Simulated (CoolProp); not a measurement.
A closed Brayton cycle with nitrogen: compressor inlet 330.15 K and 6.4 MPa, high pressure 17.1 MPa, turbine inlet 625 K, compressor efficiency 0.85, turbine efficiency 0.93, recuperator effectiveness 0 (on enthalpy, no pinch check). Each further row changes one setting.

The numbers come from the reference Helmholtz-energy equation of state, Span 2000 in CoolProp.

```json
[
 {"case": "as stated", "thermal efficiency (%)": "(withheld)", "net work (kJ/kg)": "19.1", "compressor to turbine work": "0.88", "compressor exit (K)": "457.6", "turbine exit (K)": "484.4"},
 {"case": "turbine inlet 575 K", "thermal efficiency (%)": "(withheld)", "net work (kJ/kg)": "6.39", "compressor to turbine work": "(withheld)", "compressor exit (K)": "457.6", "turbine exit (K)": "(withheld)"},
 {"case": "compressor inlet 340.15 K", "thermal efficiency (%)": "(withheld)", "net work (kJ/kg)": "14.7", "compressor to turbine work": "(withheld)", "compressor exit (K)": "471.3", "turbine exit (K)": "484.4"},
 {"case": "high pressure 14.5 MPa", "thermal efficiency (%)": "(withheld)", "net work (kJ/kg)": "(withheld)", "compressor to turbine work": "0.84", "compressor exit (K)": "433.7", "turbine exit (K)": "505.7"},
 {"case": "recuperator effectiveness 0.5", "thermal efficiency (%)": "11.0", "net work (kJ/kg)": "19.1", "compressor to turbine work": "0.88", "compressor exit (K)": "457.6", "turbine exit (K)": "484.4"}
]
```

Task: Some entries are withheld; supply them.

Result: 
- as stated, thermal efficiency (%): 10.1
- turbine inlet 575 K, thermal efficiency (%): 4.8
- turbine inlet 575 K, compressor to turbine work: 0.96
- turbine inlet 575 K, turbine exit (K): 444.5
- compressor inlet 340.15 K, thermal efficiency (%): 8.5
- compressor inlet 340.15 K, compressor to turbine work: 0.91
- high pressure 14.5 MPa, thermal efficiency (%): 10.2
- high pressure 14.5 MPa, net work (kJ/kg): 21.7
